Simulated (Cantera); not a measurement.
An isothermal, constant-pressure homogeneous reactor starts with NO : N₂ = 1 : 0.66 (molar parts), at 1675 K and 0.970 bar. Integrator tolerance rtol = 1e-08.

Computed with Cantera and GRI-Mech 3.0 (53 species, 325 reactions).

Problem. What does this change do: temperature 1675 to 1900 K?

Solution. 
| quantity | before | after |
|---|---|---|
| x(NO) at 100 s | 0.0472 (gas-phase equilibrium 0.00297) | 0.00644 (gas-phase equilibrium 0.00644) |
| x(O₂) at 100 s | 0.277 (gas-phase equilibrium 0.300) | 0.298 (gas-phase equilibrium 0.298) |
| x(N₂) at 100 s | 0.675 (gas-phase equilibrium 0.697) | 0.696 (gas-phase equilibrium 0.696) |
| x(N₂O) at 100 s | 9.67e-7 (gas-phase equilibrium 1.62e-7) | 3.38e-7 (gas-phase equilibrium 3.38e-7) |
| x(NO₂) at 100 s | 0.000177 (gas-phase equilibrium 1.16e-5) | 1.55e-5 (gas-phase equilibrium 1.55e-5) |
| x(O) at 100 s | 1.84e-5 (gas-phase equilibrium 1.91e-5) | 0.000166 (gas-phase equilibrium 0.000166) |
